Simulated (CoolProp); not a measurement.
Values from CoolProp's reference Helmholtz-energy equation of state, Gao 2016.

Question: Give the vapour pressure (kPa), liquid density (kg/m³), enthalpy of vaporisation (kJ/kg), liquid cp (kJ/(kg K)) of saturated sulfur dioxide at 63.15, 72.55, 78.15 °C.

Answer: 
| T (°C) | p (kPa) | liquid density (kg/m³) | enthalpy of vaporisation (kJ/kg) | liquid cp (kJ/(kg K)) |
|---|---|---|---|---|
| 63.15 | 1200 | 1250 | 313 | 1.48 |
| 72.55 | 1510 | 1220 | 300 | 1.52 |
| 78.15 | 1720 | 1200 | 292 | 1.55 |
